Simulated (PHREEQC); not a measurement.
1 kg of water holding 0.59 mol/kgw MgCl2, 0.017 mol/kgw LiCl and 0.37 mol/kgw KCl is evaporated at 25 °C; the solids stay in contact with the brine. CO2 from the air is kept out. Only these solids could form: Bischofite, Brucite, Carnallite, Sylvite, MgCl2_4H2O.

Equilibrium calculation in PHREEQC: Pitzer model, pitzer.dat.

```json
[
 {"water left (kg)": "1", "ionic strength": "2.16", "water activity": "0.956", "Carnallite (mol)": "0", "Sylvite (mol)": "0", "Bischofite (mol)": "0", "K in solution (mol/kgw)": "0.370"},
 {"water left (kg)": "0.6755", "ionic strength": "3.19", "water activity": "0.929", "Carnallite (mol)": "0", "Sylvite (mol)": "0", "Bischofite (mol)": "0", "K in solution (mol/kgw)": "0.548"},
 {"water left (kg)": "0.5552", "ionic strength": "3.89", "water activity": "0.910", "Carnallite (mol)": "0", "Sylvite (mol)": "0", "Bischofite (mol)": "0", "K in solution (mol/kgw)": "0.666"},
 {"water left (kg)": "0.375", "ionic strength": "5.75", "water activity": "0.849", "Carnallite (mol)": "0", "Sylvite (mol)": "0", "Bischofite (mol)": "0", "K in solution (mol/kgw)": "0.987"},
 {"water left (kg)": "0.3082", "ionic strength": "7.00", "water activity": "0.802", "Carnallite (mol)": "0", "Sylvite (mol)": "0", "Bischofite (mol)": "0", "K in solution (mol/kgw)": "1.20"},
 {"water left (kg)": "0.2082", "ionic strength": "9.80", "water activity": "0.685", "Carnallite (mol)": "0", "Sylvite (mol)": "0.116", "Bischofite (mol)": "0", "K in solution (mol/kgw)": "1.22"},
 {"water left (kg)": "0.1407", "ionic strength": "13.2", "water activity": "0.519", "Carnallite (mol)": "0", "Sylvite (mol)": "0.300", "Bischofite (mol)": "0", "K in solution (mol/kgw)": "0.499"},
 {"water left (kg)": "0.09472", "ionic strength": "13.2", "water activity": "0.516", "Carnallite (mol)": "0.193", "Sylvite (mol)": "0.130", "Bischofite (mol)": "0", "K in solution (mol/kgw)": "0.488"},
 {"water left (kg)": "0.0369", "ionic strength": "17.5", "water activity": "0.312", "Carnallite (mol)": "0.369", "Sylvite (mol)": "0", "Bischofite (mol)": "0.0115", "K in solution (mol/kgw)": "0.0146"}
]
```

Sylvite from water left = 0.2082 kg, last present at water left = 0.09472 kg; Carnallite from water left = 0.09472 kg; Bischofite from water left = 0.0369 kg.

Complexes and solids missing from the database can't appear.
